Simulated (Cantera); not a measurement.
Charge: 1 mol HF, 0.17 mol H2O, 0.056 mol H2, equilibrated at 11300 Torr.

Cantera equilibrium calculation (NASA polynomials, part measured and part estimated; ideal gas, pure solids and liquids). Candidate condensed phases: H2O; 37 gas species. Ions and electrons are included (thermal ionisation). The numbers say what is thermodynamically allowed, not how fast it happens.

x: gas mole fraction; nothing condenses.

```csv
T (K),x HF,x H,x F,x H2O,x O,x H2,x OH
2000,0.816,8.97e-5,6.59e-7,0.139,3.91e-8,0.0456,2.72e-5
2250,0.815,0.000409,7.43e-6,0.138,1.16e-6,0.0456,0.000187
2500,0.815,0.00138,5.18e-5,0.138,1.74e-5,0.0455,0.000868
2750,0.812,0.00378,0.000253,0.135,0.000156,0.0458,0.00298
3000,0.806,0.00892,0.000929,0.127,0.000894,0.0479,0.00783
3250,0.793,0.0191,0.00268,0.111,0.00338,0.0531,0.0158
3500,0.769,0.0373,0.00646,0.0875,0.00910,0.0599,0.0251
3750,0.735,?,?,?,?,0.0650,?
4000,0.688,0.105,0.0268,0.0384,0.0326,0.0657,0.0361
4250,0.627,0.154,0.0484,0.0213,0.0473,0.0616,0.0342
4500,0.553,0.208,0.0810,0.0107,0.0598,0.0545,0.0286
4750,?,?,?,?,0.0679,?,?
5000,0.371,0.325,0.175,0.00229,0.0716,0.0382,0.0157
```

### Question
Fill in the missing entries.

### Answer

- 3750, x H: 0.0660
- 3750, x F: 0.0137
- 3750, x H2O: 0.0617
- 3750, x O: 0.0190
- 3750, x OH: 0.0328
- 4750, x HF: 0.465
- 4750, x H: 0.266
- 4750, x F: 0.124
- 4750, x H2O: 0.00503
- 4750, x H2: 0.0464
- 4750, x OH: 0.0218
